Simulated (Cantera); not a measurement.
Feed: 1 mol Si, 1.1 mol Cl2, 2.1 mol H2, equilibrated at 1050 K and 0.290 bar.

Method: chemical equilibrium by Gibbs-energy minimisation in Cantera with the NASA 1993 tables (ideal gas, pure condensed phases). Candidate condensed phases: Si; 19 gas species. The tables' values for SiCl3 are old estimates; treat these amounts as uncertain. Kinetics and transport are ignored.

Base state: H2 0.757, SiCl4 0.159, SiHCl3 0.0520, HCl 0.0241, SiCl3 0.00356, SiH2Cl2 0.00193, SiCl2 0.00144, SiH3Cl 1.87e-5 (mole fractions); condensed: Si(s).

**Question.** What changes in the equilibrium state with this change: Si replaced by SiCl4?

**Answer.** 
```tsv
species	before	after
HCl	0.0241	0.525
H2	0.757	0.237
SiCl4	0.159	0.237
SiHCl3	0.0520	0.00111
SiH3Cl	1.87e-5	<1e-9
SiH2Cl2	0.00193	5.92e-7
SiCl2	0.00144	1.41e-6
SiCl3	0.00356	0.000136
Si(s), mol	0.425	0
```
